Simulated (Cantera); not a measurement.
Predominance diagram of Cu at 1402 °C against the partial pressures of O2 and F2 (log10, bar). Standard-state values (1 bar) from the NASA 1993 polynomials, evaluated with Cantera. Candidates: Cu(l), CuF2(l), Cu2O(l). Only these pure phases compete in this equilibrium. 

```
log p(F2) \ log p(O2)
        columns: -7, -6.4, -5.8, -5.2, -4.5, -3.9, -3.3, -2.7, -2.1, -1.5, -0.8, -0.2, 0.4, 1
      0  A A A A A A A A A A A A A A
   -0.8  A A A A A A A A A A A A A A
   -1.5  A A A A A A A A A A A A A A
   -2.3  A A A A A A A A A A A A A A
   -3.1  A A A A A A A A A A A A A A
   -3.8  A A A A A A A A A A A A A A
   -4.6  A A A A A A A A A A A A A A
   -5.4  A A A A A A A A A A A A A A
   -6.2  A A A A A A A A A A A A A A
   -6.9  A A A A A A A A A A A A A A
   -7.7  A A A A A A A A A A A A A A
   -8.5  A A A A A A A A A A A A A A
   -9.2  A A A A A A A A A A A A A B
    -10  A A A A A A A A B B B B B B
```

A: CuF2(l); B: Cu2O(l).
